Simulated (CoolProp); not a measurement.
n-heptane along the isobar 5.69 MPa: fugacity coefficient from the reference equation and from simpler models built on Tc = 541.2 K, pc = 2.774 MPa, ω = 0.349; each cubic takes its own stable root.

Computed with CoolProp (reference Helmholtz-energy equation of state, Span 2003). It is a short technical equation, of lower accuracy than the large ones.

```csv
T (K),phase,reference
280,liquid,0.0005706
300,liquid,0.001628
320,liquid,0.003958
340.1,liquid,0.008479
360.1,liquid,0.01627
380.2,liquid,0.02864
400.2,liquid,0.04670
420.3,liquid,0.07167
440.3,liquid,0.1040
```

**Question.** How far does each simpler model (van der Waals, Redlich-Kwong, Soave-Redlich-Kwong, Peng-Robinson) lie from the reference over these 9 states: mean and median of the absolute difference, and the worst?

**Answer.** 
- van der Waals: mean 1262.1 %, median 552.1 %, worst +5034.9 % at 280 K and 5.69 MPa
- Redlich-Kwong: mean 154.0 %, median 123.1 %, worst +356.5 % at 280 K and 5.69 MPa
- Soave-Redlich-Kwong: mean 3.2 %, median 3.0 %, worst +6.0 % at 440.3 K and 5.69 MPa
- Peng-Robinson: mean 0.9 %, median 0.3 %, worst +4.1 % at 280 K and 5.69 MPa
